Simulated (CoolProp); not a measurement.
Vapour-liquid equilibrium of diethyl ether (1) + methanol (2) at 94.25 °C; x and y are mole fractions of (1).

Values from CoolProp's multi-fluid Helmholtz-energy mixture model, Thol 2014 and de Reuck 1993; pair parameters Bell 2016.

### Question
Give the bubble pressure and the first vapour's composition at x = 0.05, 0.725, 0.875. Is there an azeotrope?

### Answer
x = 0.05: 344.0 kPa, y = 0.173; x = 0.725: 584.1 kPa, y = 0.759; x = 0.875: 587.8 kPa, y = 0.867. y crosses x between x = 0.8 and 0.875: the model has an azeotrope there.

The pair parameters rest on a limited set of measurements; away from them the model extrapolates.
